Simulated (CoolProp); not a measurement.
Oxygen along the isobar 6.15 MPa: density (kg/m³) from the reference equation and from simpler models built on Tc = -118.6 °C, pc = 5.046 MPa, ω = 0.022; each cubic takes its own stable root.

Values from CoolProp's reference Helmholtz-energy equation of state, Schmidt 1985. Above 300 K oxygen's equation is extrapolated.

| T (°C) | phase | reference | van der Waals | Soave-Redlich-Kwong |
|---|---|---|---|---|
| -129.25 | liquid | 822.3 | 584.6 | 762.7 |
| -108.75 | supercritical | 287.5 | 303.9 | 282.7 |
| -88.15 | supercritical | 174.6 | 179.1 | 173.7 |
| -67.65 | supercritical | 139.4 | 143.2 | 138.6 |
| -47.05 | supercritical | 118.8 | 122.0 | 118.1 |
| -26.45 | supercritical | 104.7 | 107.4 | 104.0 |
| -5.95 | supercritical | 94.12 | 96.41 | 93.49 |
| 14.65 | supercritical | 85.77 | 87.73 | 85.19 |
| 35.15 | supercritical | 78.99 | 80.69 | 78.47 |
| 55.75 | supercritical | 73.30 | 74.78 | 72.83 |
| 76.25 | supercritical | 68.47 | 69.77 | 68.05 |
